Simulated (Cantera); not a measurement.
What does this Cantera script print?

```python
import numpy as np
import cantera as ct

gas_names = """
    B BCL BCL2 BCL3 BO BOCL BO2 B2 B2O B2O2 B2O3 B3O3CL3 CL CLO CL2 O O2 O3 Si SiCL SiCL2 SiCL3 SiCL4
    SiO SiO2 Si2 Si3
""".split()
cond_names = """
    B(b) B(L) B2O3(L) Si(cr) Si(L) SiO2(Lqz) SiO2(hqz) SiO2(L)
""".split()


def load(file, names, dense=False):
    # The tables refer to 1 bar. Condensed volumes are neglected.
    table = {s.name: s for s in ct.Species.list_from_file(file)}
    out = []
    for n in names:
        d = dict(table[n].input_data)
        d["thermo"] = dict(d["thermo"], **{"reference-pressure": 1e5})
        if dense:
            d["equation-of-state"] = {"model": "constant-volume", "density": "1e6 g/cm^3"}
        out.append(ct.Species.from_dict(d))
    return out


gas = ct.Solution(thermo="ideal-gas", species=load("nasa_gas.yaml", gas_names))
cond = {s.name: ct.Solution(thermo="fixed-stoichiometry", species=[s], name=s.name)
        for s in load("nasa_condensed.yaml", cond_names, dense=True)}
atoms = {
    'B2O3': {'B': 2, 'O': 3},
    'SiCl4': {'Si': 1, 'CL': 4},
    'O2': {'O': 2},
}
top_T = {}  # K; cautious upper limits of use, not melting points


def equilibrate(T, P, feed):
    n = {}
    for name, mol in feed.items():
        for a, k in atoms[name].items():
            n[a] = n.get(a, 0.0) + k * mol
    gas.TPX = T, P, n
    mass = sum(n.values()) * gas.mean_molecular_weight
    gas.equilibrate("TP")
    valid = [c for c in cond.values() if c.min_temp <= T <= top_T.get(c.name, c.max_temp)]
    mix = ct.Mixture([(gas, mass / gas.mean_molecular_weight)] + [(c, 0.0) for c in valid])
    mix.T, mix.P = T, P
    mix.equilibrate("TP", solver="vcs", rtol=1e-11, max_steps=5000)
    return mix


results = []
feed = {'B2O3': 1, 'SiCl4': 0.44, 'O2': 1.5}  # mol
T = 1123  # K
P = 8  # Pa
mix = equilibrate(T, P, feed)
results.append((T, P, feed, dict(zip(mix.species_names, mix.species_moles))))
print(gas.report(threshold=1e-05))
for i in range(1, mix.n_phases):
    print(f"{mix.phase(i).name:16s} {mix.phase_moles(i):12.5e} mol")
```

It prints:

```
       temperature   1123 K
          pressure   8 Pa
           density   3.9691e-05 kg/m^3
  mean mol. weight   46.325 kg/kmol
   phase of matter   gas

                          1 kg             1 kmol
                     ---------------   ---------------
          enthalpy        9.3297e+05         4.322e+07  J
   internal energy        7.3141e+05        3.3883e+07  J
           entropy            7243.8        3.3557e+05  J/K
    Gibbs function       -7.2018e+06       -3.3363e+08  J
 heat capacity c_p            740.36             34297  J/K
 heat capacity c_v            560.88             25983  J/K

                      mass frac. Y      mole frac. X     chem. pot. / RT
                     ---------------   ---------------   ---------------
              BOCL        3.8668e-05        2.8771e-05           -85.926
                CL           0.10233           0.13372           -19.921
               CLO        4.3719e-05        3.9365e-05           -38.421
               CL2           0.54542           0.35637           -39.842
                O2           0.35215           0.50983           -36.999
     [  +22 minor]        1.4581e-05        1.0108e-05

B(b)              0.00000e+00 mol
B2O3(L)           9.99952e-01 mol
Si(cr)            0.00000e+00 mol
SiO2(hqz)         4.40000e-01 mol
```

Equilibrium computed with Cantera from the NASA thermochemical tables; the gas is ideal and each condensed phase is pure. Mutual solubility and eutectic melting of coexisting phases are not modelled. The tables' values for BOCl are old estimates; treat these amounts as uncertain. Condensed phases not in the tables: borates and borosilicate glass, alloys, solid solutions and most ternary compounds.
